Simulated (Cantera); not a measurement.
Ignition delay

Mixture: CO : H₂ : O₂ : N₂ = 1 : 0.037 : 0.61 : 2.29 (molar parts), equivalence ratio 0.85, at 100000 Pa, adiabatic and at constant volume. Ignition delay is the time to a rise of 400 K.

Detailed kinetics in Cantera: GRI-Mech 3.0 (53 species, 325 reactions). Where the delays flatten at high temperature, the 400 K rule measures the pace of heat release, not the induction time.

```tsv
T0 (K)	delay (ms)
1050	0.529
1100	0.329
1150	0.237
1200	0.186
1250	0.154
1300	0.133
```
